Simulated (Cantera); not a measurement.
An isothermal, constant-pressure homogeneous reactor starts with N₂O : N₂ = 1 : 13 (molar parts), at 1423 K and 0.0280 bar.

Model: GRI-Mech 3.0 (53 species, 325 reactions), integrated in Cantera. GRI-Mech 3.0 was tuned for natural gas; its chemistry of N2O as a main component is partial and can be far from experiment. Radical loss at walls, strong at low pressure, is not modelled.

x: mole fraction; the columns are a selection and need not sum to one.

```json
[
 {"t (s)": "3.00e-6", "x N₂O": "0.0714", "x O": "6.45e-8", "x NO": "2.66e-11", "x NO₂": "<1e-12", "x N₂": "0.929", "x O₂": "5.04e-11"},
 {"t (s)": "9.17e-6", "x N₂O": "0.0714", "x O": "1.97e-7", "x NO": "2.50e-10", "x NO₂": "<1e-12", "x N₂": "0.929", "x O₂": "4.73e-10"},
 {"t (s)": "2.80e-5", "x N₂O": "0.0714", "x O": "?", "x NO": "?", "x NO₂": "<1e-12", "x N₂": "0.929", "x O₂": "?"},
 {"t (s)": "8.57e-5", "x N₂O": "0.0714", "x O": "1.79e-6", "x NO": "2.13e-8", "x NO₂": "<1e-12", "x N₂": "0.929", "x O₂": "4.04e-8"},
 {"t (s)": "0.000262", "x N₂O": "0.0714", "x O": "?", "x NO": "?", "x NO₂": "<1e-12", "x N₂": "0.929", "x O₂": "?"},
 {"t (s)": "0.000801", "x N₂O": "0.0714", "x O": "1.34e-5", "x NO": "1.60e-6", "x NO₂": "<1e-12", "x N₂": "0.929", "x O₂": "3.02e-6"},
 {"t (s)": "0.00245", "x N₂O": "0.0713", "x O": "2.63e-5", "x NO": "1.10e-5", "x NO₂": "4.67e-11", "x N₂": "0.929", "x O₂": "2.09e-5"},
 {"t (s)": "0.00749", "x N₂O": "0.0711", "x O": "3.26e-5", "x NO": "5.35e-5", "x NO₂": "1.05e-9", "x N₂": "0.929", "x O₂": "0.000101"},
 {"t (s)": "0.0229", "x N₂O": "0.0704", "x O": "3.29e-5", "x NO": "0.000190", "x NO₂": "1.14e-8", "x N₂": "0.929", "x O₂": "0.000361"},
 {"t (s)": "0.0700", "x N₂O": "0.0684", "x O": "3.29e-5", "x NO": "0.000601", "x NO₂": "7.65e-8", "x N₂": "0.930", "x O₂": "0.00114"},
 {"t (s)": "0.214", "x N₂O": "0.0626", "x O": "3.29e-5", "x NO": "0.00178", "x NO₂": "3.23e-7", "x N₂": "0.932", "x O₂": "0.00338"},
 {"t (s)": "0.654", "x N₂O": "0.0477", "x O": "3.27e-5", "x NO": "0.00478", "x NO₂": "9.77e-7", "x N₂": "0.938", "x O₂": "0.00907"},
 {"t (s)": "2.00", "x N₂O": "0.0210", "x O": "3.22e-5", "x NO": "0.0101", "x NO₂": "2.20e-6", "x N₂": "0.950", "x O₂": "0.0193"}
]
```

Question: What belongs in the gaps?

Answer: 
- 2.80e-5, x O: 5.98e-7
- 2.80e-5, x NO: 2.30e-9
- 2.80e-5, x O₂: 4.37e-9
- 0.000262, x O: 5.18e-6
- 0.000262, x NO: 1.91e-7
- 0.000262, x O₂: 3.63e-7
